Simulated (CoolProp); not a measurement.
Methane along the isobar 68.6 bar: Z from the reference equation and from simpler models built on Tc = -82.6 °C, pc = 45.99 bar, ω = 0.011; each cubic takes its own stable root.

Computed with CoolProp (reference Helmholtz-energy equation of state, Setzmann 1991).

| T (°C) | phase | reference |
|---|---|---|
| -134.75 | liquid | 0.2456 |
| -118.35 | liquid | 0.2364 |
| -101.95 | liquid | 0.2356 |
| -85.55 | liquid | 0.2505 |
| -69.15 | supercritical | 0.3607 |
| -52.75 | supercritical | 0.6025 |
| -36.35 | supercritical | 0.7165 |
| -19.95 | supercritical | 0.7862 |
| -3.55 | supercritical | 0.8344 |
| 12.85 | supercritical | 0.8697 |
| 29.25 | supercritical | 0.8965 |
| 45.65 | supercritical | 0.9175 |
| 62.05 | supercritical | 0.9343 |

Task: How far does each simpler model (van der Waals, Redlich-Kwong, Soave-Redlich-Kwong, Peng-Robinson) lie from the reference over these 13 states: mean and median of the absolute difference, and the worst?

Result: 
- van der Waals: mean 15.4 %, median 4.3 %, worst +42.4 % at -134.75 °C and 68.6 bar
- Redlich-Kwong: mean 2.5 %, median 0.4 %, worst +10.7 % at -69.15 °C and 68.6 bar
- Soave-Redlich-Kwong: mean 3.1 %, median 1.1 %, worst +11.0 % at -69.15 °C and 68.6 bar
- Peng-Robinson: mean 3.9 %, median 3.2 %, worst -10.2 % at -134.75 °C and 68.6 bar
